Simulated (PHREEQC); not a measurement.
# Metal-bearing waste water with metal-bearing waste water (model solution)

Solution A (0.04 mol/kgw NiSO4, 0.00013 mol/kgw MgSO4, 0.0088 mol/kgw HCl and 0.0032 mol/kgw Na2SO4) is mixed with solution B (0.011 mol/kgw NiSO4, 0.019 mol/kgw CaCl2, 0.0025 mol/kgw H2SO4 and 0.057 mol/kgw NaCl) at 25 °C; shares are by mass of water, 1 kg in all. O2 is buffered at 0.21 atm. The system is closed to CO2. The run lets Gypsum, Brucite, Portlandite, Ni(OH)2, Ni4(OH)6SO4, Halite, Mirabilite, Epsomite, Morenosite precipitate or redissolve, and no other solid.

Model: ion-association model, wateq4f.dat, run in PHREEQC.

| share of solution B | pH | Ca+2 (mol/kgw) | Mg+2 (mol/kgw) | MgSO4 (mol/kgw) | NiSO4 (mol/kgw) | CaSO4 (mol/kgw) |
|---|---|---|---|---|---|---|
| 0 | 2.42 | 0 | 7.28e-5 | 5.72e-5 | 0.0149 | 0 |
| 0.1 | 2.42 | 0.00119 | 6.81e-5 | 4.89e-5 | 0.0130 | 0.000694 |
| 0.2 | 2.43 | 0.00245 | 6.28e-5 | 4.12e-5 | 0.0112 | 0.00131 |
| 0.3 | 2.44 | 0.00381 | 5.71e-5 | 3.39e-5 | 0.00949 | 0.00184 |
| 0.4 | 2.44 | 0.00526 | 5.09e-5 | 2.71e-5 | 0.00794 | 0.00228 |
| 0.5 | 2.45 | 0.00680 | 4.40e-5 | 2.10e-5 | 0.00652 | 0.00263 |
| 0.6 | 2.46 | 0.00845 | 3.66e-5 | 1.54e-5 | 0.00522 | 0.00287 |
| 0.7 | 2.47 | 0.0102 | 2.86e-5 | 1.04e-5 | 0.00405 | 0.00302 |
| 0.8 | 2.48 | 0.0121 | 1.98e-5 | 6.18e-6 | 0.00302 | 0.00305 |
| 0.9 | 2.49 | 0.0141 | 1.03e-5 | 2.68e-6 | 0.00213 | 0.00296 |
| 1 | 2.50 | 0.0162 | 0 | 0 | 0.00139 | 0.00275 |
